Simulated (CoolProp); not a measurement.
Saturation properties of dimethyl ether.

Model: reference Helmholtz-energy equation of state, Wu 2011, in CoolProp.

| T (K) | p (MPa) | liquid density (kg/m³) | liquid cp (kJ/(kg K)) | vapour Z |
|---|---|---|---|---|
| 231.2 | ? | 758.3 | ? | 0.9786 |
| 241.7 | 0.07510 | 744.3 | 2.221 | 0.9697 |
| 252.3 | 0.1199 | 729.8 | 2.250 | 0.9586 |
| 262.9 | 0.1833 | ? | 2.283 | 0.9451 |
| 273.5 | 0.2700 | 699.5 | 2.321 | 0.9292 |
| 284 | 0.3837 | 683.7 | 2.365 | 0.9108 |
| 294.6 | 0.5320 | 667.1 | 2.416 | 0.8894 |
| 305.2 | 0.7197 | 649.8 | 2.476 | 0.8650 |
| 315.7 | 0.9501 | 631.8 | 2.546 | 0.8376 |
| 326.3 | 1.234 | 612.4 | 2.632 | 0.8064 |
| 336.9 | 1.576 | 591.6 | 2.741 | 0.7710 |
| 347.5 | 1.983 | 568.9 | 2.885 | 0.7309 |

Question: Fill in the missing entries.

Answer: 
- 231.2, p (MPa): 0.04499
- 231.2, liquid cp (kJ/(kg K)): 2.196
- 262.9, liquid density (kg/m³): 714.8

It boils at 248.4 K under 1 atm.
